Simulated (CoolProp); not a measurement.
Properties of octamethyltrisiloxane (MDM) along the isobar 579 kPa (Tc = 565.4 K, pc = 1438 kPa, ω = 0.528).

The numbers come from the reference Helmholtz-energy equation of state, Thol 2017 in CoolProp.

```
T (K)   phase        Z  fugacity coefficient
-----  ------  -------  --------------------
380.7  liquid      [?]               0.04646
393.6  liquid      [?]               0.07056
406.6  liquid  0.05784                0.1035
419.5  liquid  0.05733                0.1464
432.5  liquid  0.05695                0.2015
445.4  liquid  0.05673                0.2690
458.4  liquid  0.05668                   [?]
471.4  liquid  0.05684                0.4479
484.3  liquid      [?]                0.5584
497.3  liquid  0.05801                0.6839
510.2     gas   0.7405                0.7999
523.2     gas   0.7747                0.8192
536.1     gas   0.8017                0.8359
549.1     gas   0.8241                   [?]
562       gas   0.8428                0.8639
575       gas   0.8590                0.8757
```

**Question.** Some entries are withheld; supply them.

**Answer.** 
- 380.7, Z: 0.05928
- 393.6, Z: 0.05850
- 458.4, fugacity coefficient: 0.3511
- 484.3, Z: 0.05725
- 549.1, fugacity coefficient: 0.8508
